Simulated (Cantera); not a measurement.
Input (Python, Cantera):

```python
import numpy as np
import cantera as ct

gas = ct.Solution("gri30.yaml")
gas.TPX = 550, 13332, {'C2H6': 1, 'O2': 2.92, 'N2': 11, 'CO2': 0.86}
flame = ct.FreeFlame(gas, width=0.16)
flame.set_refine_criteria(ratio=3, slope=0.08, curve=0.16)
flame.transport_model = "mixture-averaged"
flame.solve(loglevel=0, auto=True)
z, T = flame.grid, flame.T
thick = (T[-1] - T[0]) / np.gradient(T, z).max()
show = ['C2H6', 'O2', 'CO2', 'NO2', 'HO2', 'O']
print(f"laminar burning velocity  {flame.velocity[0] * 100:.3f} cm/s")
print(f"burnt temperature         {T[-1]:.1f} K")
print(f"thermal thickness         {thick * 1e3:.4f} mm")
print(f"grid points               {len(z)}")
z0 = z[flame.heat_release_rate.argmax()]
print(f"{'z/mm':>9s}{'T/K':>9s}{'u/(m/s)':>9s}" + "".join(f"{s:>11s}" for s in show))
rows = []
for k in (-3, -2, -1.5, -1, -0.5, -0.25, 0, 0.25, 0.5, 1, 2, 4, 8):
    zz = z0 + k * thick
    rows.append([k * thick, np.interp(zz, z, T), np.interp(zz, z, flame.velocity),
                 *(np.interp(zz, z, flame.X[gas.species_index(s)]) for s in show)])
    print(f"{rows[-1][0] * 1e3:9.3f}{rows[-1][1]:9.1f}{rows[-1][2]:9.3f}" + "".join(f"{x:11.3e}" for x in rows[-1][3:]))
```

It prints:

```
laminar burning velocity  113.653 cm/s
burnt temperature         2201.8 K
thermal thickness         2.2067 mm
grid points               159
     z/mm      T/K  u/(m/s)       C2H6         O2        CO2        NO2        HO2          O
   -6.620    550.1    1.138  6.328e-02  1.847e-01  5.442e-02  1.063e-10  1.919e-07  6.587e-14
   -4.413    551.7    1.145  6.308e-02  1.840e-01  5.426e-02  1.943e-09  2.780e-06  1.567e-11
   -3.310    557.7    1.162  6.277e-02  1.829e-01  5.406e-02  9.581e-09  1.217e-05  4.888e-10
   -2.207    609.8    1.283  6.105e-02  1.770e-01  5.363e-02  7.542e-08  8.350e-05  2.606e-08
   -1.103    975.8    2.116  4.392e-02  1.414e-01  5.431e-02  1.255e-07  1.895e-04  2.585e-06
   -0.552   1362.1    3.034  1.890e-02  9.994e-02  5.779e-02  3.471e-08  1.978e-04  5.200e-05
    0.000   1719.8    3.913  1.388e-03  5.434e-02  6.517e-02  5.486e-09  1.072e-04  6.234e-04
    0.552   1872.1    4.279  7.755e-06  2.730e-02  7.479e-02  6.479e-10  1.048e-05  2.294e-03
    1.103   1904.1    4.346  8.941e-09  1.678e-02  8.326e-02  3.580e-10  1.168e-06  3.451e-03
    2.207   1919.9    4.366  3.647e-14  1.168e-02  9.256e-02  3.908e-10  6.081e-07  3.836e-03
    4.413   1934.6    4.388  1.540e-19  1.034e-02  9.720e-02  4.144e-10  5.415e-07  3.699e-03
    8.827   1955.0    4.427  2.658e-25  9.632e-03  9.851e-02  4.652e-10  4.990e-07  3.400e-03
   17.654   1986.5    4.488  1.462e-28  8.668e-03  9.959e-02  5.774e-10  4.427e-07  2.932e-03
```

Computed with Cantera and GRI-Mech 3.0 (53 species, 325 reactions). Burning velocities carry a grid error of a few per cent, more on coarse grids.
